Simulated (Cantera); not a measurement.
An isothermal, constant-pressure homogeneous reactor starts with C₃H₈ : H₂ = 1 : 29 (molar parts), at 1925 K and 5100 Pa. Integrator tolerance rtol = 1e-08.

Cantera simulation using GRI-Mech 3.0 (53 species, 325 reactions); the numbers are that mechanism's predictions, not measurements. GRI-Mech 3.0 was tuned for natural gas; its chemistry of propane as a main component is partial and can be far from experiment. GRI-Mech 3.0 stops at C3 and has no aromatics, soot or wall deposition, so with more carbon than oxygen in the feed, carbon stays in small species such as C2H2 where larger ones or solid carbon would form.

Q: What does this change do: temperature 1925 to 1225 K?

A: 
| quantity | before | after |
|---|---|---|
| x(C₃H₈) at 3.00 s | <1e-12 (gas-phase equilibrium <1e-12) | 3.82e-8 (gas-phase equilibrium 2.05e-9) |
| x(H₂) at 3.00 s | 0.950 (gas-phase equilibrium 0.950) | 0.935 (gas-phase equilibrium 0.906) |
| x(C₂H₂) at 3.00 s | 0.0452 (gas-phase equilibrium 0.0452) | 0.0156 (gas-phase equilibrium 0.00389) |
| x(CH₃) at 3.00 s | 2.16e-5 (gas-phase equilibrium 2.12e-5) | 3.95e-6 (gas-phase equilibrium 2.48e-6) |
| x(H) at 3.00 s | 0.00416 (gas-phase equilibrium 0.00416) | 5.65e-6 (gas-phase equilibrium 1.32e-6) |
